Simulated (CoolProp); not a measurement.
Model: reference Helmholtz-energy equation of state, de Reuck 1990, in CoolProp.

Task: For fluorine, give the phase and the Z, cv (kJ/(kg K)), speed of sound (m/s), Joule-Thomson coefficient (K/MPa) at 121.6 K and 7.5 MPa; 121.6 K and 17.5 MPa.

Result: 
- 121.6 K and 7.5 MPa: liquid; Z 0.227, cv 0.732, speed of sound 560, Joule-Thomson coefficient -0.0359
- 121.6 K and 17.5 MPa: liquid; Z 0.506, cv 0.732, speed of sound 651, Joule-Thomson coefficient -0.153
